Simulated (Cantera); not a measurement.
Premixed flame

A freely propagating, adiabatic, planar premixed flame of 35.8 % CO, 1.22 % H2, 13.2 % O2, 49.8 % N2, equivalence ratio 1.4, unburnt at 625 K and 3750 Torr; mixture-averaged transport, grid criteria slope 0.08 and curve 0.16, no radiation.

Cantera simulation using GRI-Mech 3.0 (53 species, 325 reactions); the numbers are that mechanism's predictions, not measurements. The hydrogen kinetics of GRI-Mech 3.0 are dated; newer H2 mechanisms differ, most at raised pressure. Burning velocities carry a grid error of a few per cent, more on coarse grids.

```json
[
 {"z (mm)": "-0.419", "T (K)": "625", "u (m/s)": "1.19", "x CO": "0.358", "x H2": "0.0121", "x O2": "0.132", "x H": "<1e-8", "x H2O2": "<1e-8", "x CO2": "<1e-8"},
 {"z (mm)": "-0.280", "T (K)": "625", "u (m/s)": "1.19", "x CO": "0.358", "x H2": "0.0120", "x O2": "0.132", "x H": "<1e-8", "x H2O2": "1.17e-8", "x CO2": "1.44e-7"},
 {"z (mm)": "-0.210", "T (K)": "625", "u (m/s)": "1.19", "x CO": "0.358", "x H2": "0.0118", "x O2": "0.132", "x H": "<1e-8", "x H2O2": "1.06e-7", "x CO2": "1.77e-6"},
 {"z (mm)": "-0.140", "T (K)": "627", "u (m/s)": "1.19", "x CO": "0.358", "x H2": "0.0112", "x O2": "0.132", "x H": "<1e-8", "x H2O2": "1.06e-6", "x CO2": "2.34e-5"},
 {"z (mm)": "-0.0699", "T (K)": "677", "u (m/s)": "1.28", "x CO": "0.357", "x H2": "0.00887", "x O2": "0.131", "x H": "4.34e-7", "x H2O2": "3.10e-5", "x CO2": "0.00165"},
 {"z (mm)": "-0.0349", "T (K)": "952", "u (m/s)": "1.78", "x CO": "0.338", "x H2": "0.00618", "x O2": "0.120", "x H": "0.000258", "x H2O2": "6.77e-5", "x CO2": "0.0206"},
 {"z (mm)": "0", "T (K)": "1424", "u (m/s)": "2.60", "x CO": "0.286", "x H2": "0.00256", "x O2": "0.0871", "x H": "0.00265", "x H2O2": "3.22e-6", "x CO2": "0.0812"},
 {"z (mm)": "0.0349", "T (K)": "1752", "u (m/s)": "3.11", "x CO": "0.233", "x H2": "0.00108", "x O2": "0.0545", "x H": "0.00495", "x H2O2": "4.79e-7", "x CO2": "0.147"},
 {"z (mm)": "0.0699", "T (K)": "1941", "u (m/s)": "3.39", "x CO": "0.203", "x H2": "0.00101", "x O2": "0.0384", "x H": "0.00543", "x H2O2": "2.38e-7", "x CO2": "0.185"},
 {"z (mm)": "0.140", "T (K)": "2136", "u (m/s)": "3.67", "x CO": "0.181", "x H2": "0.00109", "x O2": "0.0279", "x H": "0.00425", "x H2O2": "1.27e-7", "x CO2": "0.214"},
 {"z (mm)": "0.280", "T (K)": "2307", "u (m/s)": "3.91", "x CO": "0.164", "x H2": "0.00106", "x O2": "0.0205", "x H": "0.00257", "x H2O2": "7.05e-8", "x CO2": "0.235"},
 {"z (mm)": "0.559", "T (K)": "2444", "u (m/s)": "4.10", "x CO": "0.150", "x H2": "0.000970", "x O2": "0.0137", "x H": "0.00150", "x H2O2": "4.04e-8", "x CO2": "0.254"},
 {"z (mm)": "1.12", "T (K)": "2540", "u (m/s)": "4.23", "x CO": "0.139", "x H2": "0.000892", "x O2": "0.00825", "x H": "0.000900", "x H2O2": "2.47e-8", "x CO2": "0.269"}
]
```
x: mole fraction of selected species; z is measured from the peak of heat release.

```
Item                        Result
------------------------  --------
laminar burning velocity  119 cm/s
thermal thickness         0.140 mm
peak x(H)                  0.00544
peak x(H2O2)               7.44e-5
grid points                    115
```
